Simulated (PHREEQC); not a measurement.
Buffer: an equilibrium model

Make-up at 20 °C: 72 mmol/kgw NaHSO4, 5.8 mmol/kgw KOH and 3.1 mmol/kgw NaCl. Closed to the air; pH follows from the charge balance.

The numbers come from PHREEQC with the Pitzer model, pitzer.dat.

Each row changes one thing in this solution. No solid was allowed to form.

| case | pH | ionic strength (mol/kgw) |
|---|---|---|
| as made | 1.59 | 0.158 |
| NaCl left out | 1.59 | 0.154 |
| KOH from 0.0058 to 0.0116 mol/kgw | (withheld) | 0.162 |
| KOH from 0.0058 to 0.058 mol/kgw | 2.38 | (withheld) |
| KOH replaced by KCl at the same molality | 1.54 | (withheld) |
| temperature from 20 to 55 °C | 1.76 | (withheld) |
| KOH left out | 1.54 | 0.154 |
| NaHSO4 left out | 11.89 | 0.00890 |
| NaHSO4 from 0.072 to 0.144 mol/kgw | 1.34 | 0.293 |

Question: Complete the blanks.

Answer: 
- KOH from 0.0058 to 0.0116 mol/kgw, pH: 1.65
- KOH from 0.0058 to 0.058 mol/kgw, ionic strength (mol/kgw): 0.204
- KOH replaced by KCl at the same molality, ionic strength (mol/kgw): 0.160
- temperature from 20 to 55 °C, ionic strength (mol/kgw): 0.135

Complexes and solids missing from the database can't appear. At this temperature some constants are extrapolated from 25 °C, and those without enthalpy data are left unchanged.
